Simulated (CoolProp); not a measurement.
Vapour pressure (MPa) of sulfur hexafluoride: the reference equation beside estimates from Tc = 318.7 K, pc = 3.755 MPa, ω = 0.210. Clausius-Clapeyron is anchored at 252.5 K with a constant enthalpy of vaporisation of 14.15 kJ/mol.

The numbers come from the reference Helmholtz-energy equation of state, Guder 2009 in CoolProp.

```
T (K)   reference  Lee-Kesler  Clausius-Clapeyron  van der Waals  Redlich-Kwong  Soave-Redlich-Kwong  Peng-Robinson
-----  ----------  ----------  ------------------  -------------  -------------  -------------------  -------------
248.1      0.5837      0.5937              0.5990          1.267         0.7578               0.5956         0.5890
250.3  (withheld)      0.6385              0.6362          1.321         0.8083               0.6410         0.6336
252.5      0.6751      0.6858              0.6751          1.376         0.8612               0.6889         0.6808
254.7      0.7245      0.7356              0.7155          1.432         0.9163           (withheld)         0.7305
256.9      0.7766      0.7880              0.7577          1.490         0.9739               0.7926     (withheld)
259.1      0.8314      0.8431              0.8015          1.550          1.034               0.8486         0.8381
261.3      0.8890      0.9010          (withheld)          1.611          1.096               0.9074         0.8961
263.6      0.9524      0.9645              0.8966          1.676          1.164               0.9721         0.9599
265.8       1.016       1.028              0.9458          1.740          1.232                1.037          1.024
268         1.083       1.095              0.9968          1.805          1.303                1.105          1.091
270.2       1.153       1.165               1.050          1.872          1.376                1.176          1.162
272.4       1.226       1.238               1.104          1.941          1.451                1.251     (withheld)
274.6       1.303       1.315               1.161          2.011          1.530           (withheld)          1.313
```

**Question.** Fill in the missing entries.

**Answer.** 
- 250.3, reference: 0.6282
- 254.7, Soave-Redlich-Kwong: 0.7394
- 256.9, Peng-Robinson: 0.7829
- 261.3, Clausius-Clapeyron: 0.8471
- 272.4, Peng-Robinson: 1.236
- 274.6, Soave-Redlich-Kwong: 1.329

Absolute difference from the reference over all 13 rows, mean and median: Lee-Kesler 1.3 and 1.3 %, Clausius-Clapeyron 5.1 and 4.7 %, van der Waals 82.9 and 81.2 %, Redlich-Kwong 23.4 and 23.3 %, Soave-Redlich-Kwong 2.0 and 2.0 %, Peng-Robinson 0.8 and 0.8 %.
